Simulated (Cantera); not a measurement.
# Thermodynamics of chlorosilane synthesis and conversion, feed Si + Cl2 + H2

A closed system holds: 1 mol Si, 2.9 mol Cl2, 1.8 mol H2, held at 1198 K and 100000 Pa.

Cantera equilibrium calculation (NASA polynomials, part measured and part estimated; ideal gas, pure solids and liquids). Candidate condensed phases: Si; 19 gas species. The tables' values for SiCl3 are old estimates; treat these amounts as uncertain. The numbers say what is thermodynamically allowed, not how fast it happens.

```json
{
 "x(HCl)": "0.491",
 "x(SiCl4)": "0.266",
 "x(H2)": "0.239",
 "x(SiHCl3)": "0.00348",
 "x(SiCl3)": "0.00103",
 "x(SiCl2)": "3.53e-5",
 "x(SiH2Cl2)": "5.96e-6",
 "gas_amount": "3.702 mol",
 "log10 activity of Si(s) (absent)": "-4.83"
}
```
